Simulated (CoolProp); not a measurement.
1000 sccm (0 °C, 1 atm) of nitrogen bubbles through liquid methanol at 316.3 K and leaves saturated at a total pressure of 0.15 MPa (ideal gas phase). Each further row changes one setting.

The numbers come from the reference Helmholtz-energy equation of state, de Reuck 1993 in CoolProp.

| case | vapour pressure (kPa) | mole fraction of vapour | delivery (mg/min) | delivery (sccm) | change of delivery for a bath 1 K warmer (%) |
|---|---|---|---|---|---|
| as stated | 41.1 | 0.274 | [?] | 377 | 6.5 |
| bath temperature 321.3 K | 51.4 | 0.342 | 744 | [?] | [?] |
| total pressure 0.3 MPa | 41.1 | 0.137 | 227 | 159 | [?] |

### Question
Some entries are withheld; supply them.

### Answer

- as stated, delivery (mg/min): 539
- bath temperature 321.3 K, delivery (sccm): 521
- bath temperature 321.3 K, change of delivery for a bath 1 K warmer (%): 7.0
- total pressure 0.3 MPa, change of delivery for a bath 1 K warmer (%): 5.4
